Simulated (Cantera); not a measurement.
Cantera with NASA thermochemical tables; ideal gases at 1 bar, condensed phases pure. Values are per mole of reaction as written; species without (g) are pure solids or liquids, kept so even where they would boil at 1 bar. TaC: taken at fixed stoichiometry.

2 H(g) + HCN(g) + Ta ⇌ NH₃(g) + TaC

```json
[
 {"T (K)": "1900", "ΔH° (kJ)": "-780.5", "ΔS° (J/K)": "-268.2", "ΔG° (kJ)": "-270.9", "log10 K": "7.45"},
 {"T (K)": "2000", "ΔH° (kJ)": "-780.5", "ΔS° (J/K)": "-268.2", "ΔG° (kJ)": "-244.1", "log10 K": "6.37"},
 {"T (K)": "2100", "ΔH° (kJ)": "-780.4", "ΔS° (J/K)": "-268.2", "ΔG° (kJ)": "-217.3", "log10 K": "5.40"},
 {"T (K)": "2200", "ΔH° (kJ)": "-780.3", "ΔS° (J/K)": "-268.1", "ΔG° (kJ)": "-190.4", "log10 K": "4.52"},
 {"T (K)": "2300", "ΔH° (kJ)": "-780.1", "ΔS° (J/K)": "-268.0", "ΔG° (kJ)": "-163.6", "log10 K": "3.72"},
 {"T (K)": "2400", "ΔH° (kJ)": "-779.8", "ΔS° (J/K)": "-267.9", "ΔG° (kJ)": "-136.8", "log10 K": "2.98"},
 {"T (K)": "2500", "ΔH° (kJ)": "-779.5", "ΔS° (J/K)": "-267.8", "ΔG° (kJ)": "-110.0", "log10 K": "2.30"},
 {"T (K)": "2600", "ΔH° (kJ)": "(withheld)", "ΔS° (J/K)": "(withheld)", "ΔG° (kJ)": "(withheld)", "log10 K": "(withheld)"},
 {"T (K)": "2700", "ΔH° (kJ)": "(withheld)", "ΔS° (J/K)": "(withheld)", "ΔG° (kJ)": "(withheld)", "log10 K": "(withheld)"},
 {"T (K)": "2800", "ΔH° (kJ)": "-778.5", "ΔS° (J/K)": "-267.4", "ΔG° (kJ)": "-29.8", "log10 K": "0.56"},
 {"T (K)": "2900", "ΔH° (kJ)": "-778.1", "ΔS° (J/K)": "-267.3", "ΔG° (kJ)": "-3.0", "log10 K": "0.05"}
]
```

Fill in the missing entries.


- 2600, ΔH° (kJ): -779.2
- 2600, ΔS° (J/K): -267.7
- 2600, ΔG° (kJ): -83.3
- 2600, log10 K: 1.67
- 2700, ΔH° (kJ): -778.8
- 2700, ΔS° (J/K): -267.5
- 2700, ΔG° (kJ): -56.5
- 2700, log10 K: 1.09
